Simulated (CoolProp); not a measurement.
Values from CoolProp's reference Helmholtz-energy equation of state, Penoncello 2003.

Q: For CHF3 (R23), give the phase and the cp (kJ/(kg K)) at -121.45 °C and 10.1 kPa; -95.15 °C and 280 kPa; 70.25 °C and 315 kPa.

A: 
- -121.45 °C and 10.1 kPa: liquid; cp 1.20
- -95.15 °C and 280 kPa: liquid; cp 1.22
- 70.25 °C and 315 kPa: gas; cp 0.808
